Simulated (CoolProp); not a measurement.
CH2F2 (R32) along the isotherm 355 K: density (kg/m³) from the reference equation and from simpler models built on Tc = 351.3 K, pc = 57.83 bar, ω = 0.277; each cubic takes its own stable root.

Model: reference Helmholtz-energy equation of state, Tillner-Roth 1997, in CoolProp.

```csv
p (bar),phase,reference
3.61,gas,6.517
7.23,gas,13.38
10.8,gas,20.52
14.5,gas,28.35
18.1,gas,36.46
21.7,gas,45.11
25.3,gas,54.40
28.9,gas,64.46
```

### Question
How far does each simpler model (ideal gas, van der Waals, Soave-Redlich-Kwong, Peng-Robinson) lie from the reference over these 8 states: mean and median of the absolute difference, and the worst?

### Answer
- ideal gas: mean 11.4 %, median 11.2 %, worst -21.0 % at 355 K and 28.9 bar
- van der Waals: mean 2.7 %, median 2.6 %, worst -5.0 % at 355 K and 28.9 bar
- Soave-Redlich-Kwong: mean 1.5 %, median 1.4 %, worst -2.9 % at 355 K and 28.9 bar
- Peng-Robinson: mean 0.3 %, median 0.3 %, worst -0.7 % at 355 K and 28.9 bar
